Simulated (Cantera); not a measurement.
Thermodynamics of abatement and gas-phase synthesis, feed CO2 + O2 + H2 + SO2

Input: 1 mol CO2, 1.2 mol O2, 4.1 mol H2, a varied amount of SO2, at 1675 K and 5300000 Pa.

Equilibrium computed with Cantera from the NASA thermochemical tables; the gas is ideal and each condensed phase is pure. Candidate condensed phases: C, C6H6, C7H8, C8H18, H2O, H2SO4, S; 123 gas species. The ideal-gas law is rough above about 30 bar. Kinetics and transport are ignored.

```json
[
 {"n(SO2) (mol)": "0.056", "x H2O": "0.595", "x H2": "0.198", "x CO2": "0.0932", "x CO": "0.103", "x SO2": "3.74e-5", "x H2S": "0.0107", "x S2": "1.89e-5"},
 {"n(SO2) (mol)": "0.089", "x H2O": "0.604", "x H2": "0.183", "x CO2": "0.0976", "x CO": "0.0982", "x SO2": "7.66e-5", "x H2S": "0.0168", "x S2": "5.52e-5"},
 {"n(SO2) (mol)": "0.14", "x H2O": "0.616", "x H2": "0.161", "x CO2": "0.105", "x CO": "0.0908", "x SO2": "0.000183", "x H2S": "0.0262", "x S2": "0.000173"},
 {"n(SO2) (mol)": "0.23", "x H2O": "0.636", "x H2": "0.125", "x CO2": "0.118", "x CO": "0.0768", "x SO2": "0.000667", "x H2S": "0.0417", "x S2": "0.000729"},
 {"n(SO2) (mol)": "0.37", "x H2O": "0.659", "x H2": "0.0794", "x CO2": "0.138", "x CO": "0.0551", "x SO2": "0.00391", "x H2S": "0.0587", "x S2": "0.00356"},
 {"n(SO2) (mol)": "0.59", "x H2O": "0.668", "x H2": "0.0456", "x CO2": "0.153", "x CO": "0.0346", "x SO2": "0.0221", "x H2S": "0.0615", "x S2": "0.0119"},
 {"n(SO2) (mol)": "0.94", "x H2O": "0.649", "x H2": "0.0292", "x CO2": "0.154", "x CO": "0.0229", "x SO2": "0.0676", "x H2S": "0.0519", "x S2": "0.0207"}
]
```
x: gas mole fraction; nothing condenses.

From 0.056 mol SO2 to 0.94 mol SO2 nothing is condensed. The main C-bearing gas is CO at 0.056 mol SO2 and CO2 at 0.94 mol SO2.
